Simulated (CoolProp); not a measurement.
Cyclohexane along the isotherm 284.85 °C: Z from the reference equation and from simpler models built on Tc = 280.5 °C, pc = 40.81 bar, ω = 0.209; each cubic takes its own stable root.

Values from CoolProp's reference Helmholtz-energy equation of state, Zhou 2014.

```csv
p (bar),phase,reference,van der Waals,Redlich-Kwong,Soave-Redlich-Kwong
7.85,gas,0.9333,0.9411,0.9331,0.9334
15.7,gas,0.8585,0.8751,0.8593,0.8598
23.5,gas,0.7725,0.7988,0.7757,0.7766
31.4,gas,0.6650,0.7022,0.6724,0.6742
39.2,gas,0.5060,0.5537,0.5219,0.5267
47.1,supercritical,0.2239,0.3116,0.2709,0.2748
54.9,supercritical,0.2355,0.3299,0.2791,0.2811
62.8,supercritical,0.2564,0.3576,0.2986,0.3001
70.6,supercritical,0.2789,0.3873,0.3205,0.3218
78.5,supercritical,0.3023,0.4181,0.3436,0.3449
86.3,supercritical,0.3257,0.4489,0.3668,0.3680
94.2,supercritical,0.3494,0.4802,0.3905,0.3916
102,supercritical,0.3728,0.5110,0.4138,0.4148
```
